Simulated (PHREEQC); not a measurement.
## Alkaline etch or developer: an equilibrium model

Dissolve 0.067 mol/kgw NaOH, 0.0098 mol/kgw CO2 and 0.11 mol/kgw Na2CO3 at 90 °C. Closed to the air; pH follows from the charge balance.

Model: ion-association model, phreeqc.dat, run in PHREEQC.

Each row changes one thing in this solution. This is a speciation only: nothing precipitates in the calculation.

```json
[
 {"case": "as made", "pH": "10.92", "ionic strength (mol/kgw)": "0.184", "Na+ (mol/kgw)": "0.176", "NaCO3- (mol/kgw)": "0.111", "CO3-2 (mol/kgw)": "0.00834", "HCO3- (mol/kgw)": "0.000517"},
 {"case": "diluted 2-fold with water", "pH": "10.66", "ionic strength (mol/kgw)": "0.0967", "Na+ (mol/kgw)": "0.0906", "NaCO3- (mol/kgw)": "0.0529", "CO3-2 (mol/kgw)": "0.00614", "HCO3- (mol/kgw)": "0.000818"},
 {"case": "Na2CO3 from 0.11 to 0.165 mol/kgw", "pH": "10.91", "ionic strength (mol/kgw)": "0.243", "Na+ (mol/kgw)": "0.233", "NaCO3- (mol/kgw)": "0.164", "CO3-2 (mol/kgw)": "0.0103", "HCO3- (mol/kgw)": "0.000612"},
 {"case": "Na2CO3 left out", "pH": "10.97", "ionic strength (mol/kgw)": "0.0599", "Na+ (mol/kgw)": "0.0586", "NaCO3- (mol/kgw)": "0.00841", "CO3-2 (mol/kgw)": "0.00129", "HCO3- (mol/kgw)": "9.51e-5"},
 {"case": "CO2 from 0.0098 to 0.0049 mol/kgw", "pH": "11.00", "ionic strength (mol/kgw)": "0.188", "Na+ (mol/kgw)": "0.180", "NaCO3- (mol/kgw)": "0.107", "CO3-2 (mol/kgw)": "0.00788", "HCO3- (mol/kgw)": "0.000405"},
 {"case": "temperature from 90 to 70 °C", "pH": "11.31", "ionic strength (mol/kgw)": "0.198", "Na+ (mol/kgw)": "0.183", "NaCO3- (mol/kgw)": "0.104", "CO3-2 (mol/kgw)": "0.0151", "HCO3- (mol/kgw)": "0.000384"},
 {"case": "temperature from 90 to 25 °C", "pH": "12.51", "ionic strength (mol/kgw)": "0.279", "Na+ (mol/kgw)": "0.223", "NaCO3- (mol/kgw)": "0.0640", "CO3-2 (mol/kgw)": "0.0556", "HCO3- (mol/kgw)": "0.000141"}
]
```

Complexes and solids missing from the database can't appear. Away from 25 °C the constants follow the database's enthalpies or fits; those with neither stay at their 25 °C values.
